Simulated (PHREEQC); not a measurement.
Model water analysis in mg/L, 39 °C, pH 2.35, pe 9.4:

```tsv
constituent	mg/L
Na	1390
K	116
Ca	151
Mg	123
Cl	614
S(6) as SO4	3430
Si as SiO2	28.5
```

Cl is adjusted to close the charge balance.
Valence states are taken as typed.

Equilibrium calculation in PHREEQC: ion-association model, phreeqc.dat.

Task: The ionic strength comes out as 0.104 mol/kgw. What activity coefficients do Mg+2, Cl-, NaSO4-, Na+, HSO4- get?

Result: Mg+2 0.39, Cl- 0.76, NaSO4- 0.78, Na+ 0.78, HSO4- 0.77.

Precipitation was switched off in this run. The solution is supersaturated, for example in Quartz (slow to form), Chalcedony (slow to form), so a real one may precipitate; this is no full list. Species that the database lacks are ignored. Away from 25 °C the constants follow the database's enthalpies or fits; those with neither stay at their 25 °C values.
